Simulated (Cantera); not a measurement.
What does this Cantera script print?

```python
import numpy as np
import cantera as ct

gas = ct.Solution("gri30.yaml")


def delay(T, t_max=10):
    gas.TPX = T, 130000, {'CO': 1, 'H2': 0.039, 'O2': 0.753, 'N2': 2.83}
    reactor = ct.IdealGasReactor(gas, clone=False)
    net = ct.ReactorNet([reactor])
    net.rtol, net.atol = 1e-8, 1e-16
    while net.time < t_max:
        t_old, T_old = net.time, reactor.T
        net.step()
        if reactor.T > T + 400:  # ignition: a rise of 400 K
            return t_old + (T + 400 - T_old) / (reactor.T - T_old) * (net.time - t_old)
    return np.nan


taus = []
for T in [1200, 1275, 1350, 1425, 1500]:
    taus.append(delay(T))
    print(f"T0 = {T:6g} K   tau = {taus[-1]:.4e} s")

# d ln(tau) / d ln(k), from doubling and halving each rate constant
T, sens = 1500, []
for i in range(gas.n_reactions):
    gas.set_multiplier(2.0, i)
    up = delay(T)
    gas.set_multiplier(0.5, i)
    down = delay(T)
    gas.set_multiplier(1.0, i)
    sens.append((np.log(up / down) / np.log(4.0), gas.reaction(i).equation))
sens.sort(key=lambda x: -abs(x[0]))
print(f"sensitivities at {T} K")
for s, eq in sens[:10]:
    print(f"{s:8.3f}  {eq}")
```

Output:

```
T0 =   1200 K   tau = 1.6003e-04 s
T0 =   1275 K   tau = 1.2039e-04 s
T0 =   1350 K   tau = 9.9120e-05 s
T0 =   1425 K   tau = 8.6597e-05 s
T0 =   1500 K   tau = 7.8991e-05 s
sensitivities at 1500 K
  -0.344  CO + OH <=> CO2 + H
  -0.183  H2 + O <=> H + OH
  -0.139  H + O2 <=> O + OH
  -0.133  CO + O (+M) <=> CO2 (+M)
  -0.073  H + O2 + N2 <=> HO2 + N2
  -0.054  H + O2 + M <=> HO2 + M
  -0.030  CO + O2 <=> CO2 + O
  -0.012  H + O2 + O2 <=> HO2 + O2
   0.010  H2 + OH <=> H + H2O
  -0.008  H + O2 + H2O <=> HO2 + H2O
```

Cantera simulation using GRI-Mech 3.0 (53 species, 325 reactions); the numbers are that mechanism's predictions, not measurements. Where the delays flatten at high temperature, the 400 K rule measures the pace of heat release, not the induction time.
